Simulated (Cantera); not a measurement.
Pb + H2 + O2 (iron carbonyl, mercury and lead vapours)

Input: 1 mol Pb, 0.8 mol H2, 1.6 mol O2, at 1077 °C and 1000 Pa.

Method: chemical equilibrium by Gibbs-energy minimisation in Cantera with the NASA 1993 tables (ideal gas, pure condensed phases). Candidate condensed phases: H2O, Pb, PbO, PbO2, Pb3O4; 12 gas species. Gases not in the tables: (PbO)n polymers. Equilibrium is a limit: real reactors are often held back by kinetics, nucleation or transport.

```
Quantity                             Result
--------------------------------  ---------
x(H2O)                                0.476
x(O2)                                 0.418
x(PbO)                                0.104
x(Pb)                               0.00258
x(OH)                              0.000150
x(O)                                2.73e-6
x(H2)                               1.50e-6
n(PbO(l))                         0.821 mol
gas amount                        1.681 mol
log10 activity of Pb(l) (absent)      -2.28
```
